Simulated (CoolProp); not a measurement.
The fluid at 449.72 K and 0.805 MPa flows at 0.69 m/s in a round tube of 6 mm bore and 15 µm roughness, fully developed (64/Re and Nu = 3.66 if laminar; Colebrook and Gnielinski if turbulent). The same conditions are run with several fluids, on thermodynamics alone (safety and materials aside).

The numbers come from the reference Helmholtz-energy equation of state of each fluid (R227EA: Lemmon 2016; ammonia: Gao 2020; sulfur hexafluoride: Guder 2009; isobutane: Bücker 2006; R124: de Vries 1995) in CoolProp.

```
fluid                Reynolds number  Darcy friction factor  pressure drop (Pa/m)  heat-transfer coefficient (W/(m² K))  mass flow (kg/h)
-------------------  ---------------  ---------------------  --------------------  ------------------------------------  ----------------
R227EA                          9070                 0.0351                  53.7                                   130              2.70
ammonia                          972                 0.0658                  9.75                                  27.7             0.262
sulfur hexafluoride             6030                 0.0384                  48.9                                  89.0              2.26
isobutane                       4900                 0.0403                  21.2                                   106             0.931
R124                            6610                 0.0376                  46.1                                   101              2.17
```

Transport values come from each fluid's own correlations; those of R227EA, R124 are estimates that may be off by 10 % or more.
